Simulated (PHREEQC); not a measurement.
**Silver or lead bath: an equilibrium model**

Make-up at 25 °C: 19 mmol/kgw Ag2SO4, 0.67 mmol/kgw NaCl and 2.8 mmol/kgw Na2SO4. Closed to the air; pH follows from the charge balance.

Equilibrium calculation in PHREEQC: ion-association model, wateq4f.dat.

Each row changes one thing in this solution. Precipitation was switched off in this run.

```tsv
case	pH	ionic strength (mol/kgw)	SO4-2 (mol/kgw)	Na+ (mol/kgw)	NaSO4- (mol/kgw)	HSO4- (mol/kgw)	SI of Mirabilite (Na2SO4:10H2O)
as made	6.87	0.0554	0.0168	0.00604	0.000227	1.22e-7	-5.63
diluted 10-fold with water	[?]	0.00633	0.00207	0.000622	4.63e-6	1.69e-8	-8.20
NaCl left out	6.86	0.0553	0.0167	0.00540	0.000202	1.23e-7	[?]
temperature from 25 to 35 °C	[?]	0.0549	0.0165	0.00604	0.000234	1.65e-7	-6.09
Ag2SO4 left out	7.03	0.00895	0.00274	0.00621	5.79e-5	1.85e-8	-6.11
Ag2SO4 replaced by Rb2SO4 at the same molality	7.13	0.0655	0.0215	0.00600	0.000274	8.22e-8	-5.56
NaCl from 0.00067 to 0.000134 mol/kgw	6.86	0.0553	0.0168	0.00553	0.000207	1.23e-7	-5.70
```

### Question
Fill in the missing entries.

### Answer

- diluted 10-fold with water, pH: 6.97
- NaCl left out, SI of Mirabilite (Na2SO4:10H2O): -5.73
- temperature from 25 to 35 °C, pH: 6.82

Some of these states are supersaturated (in Cerargyrite, for instance).
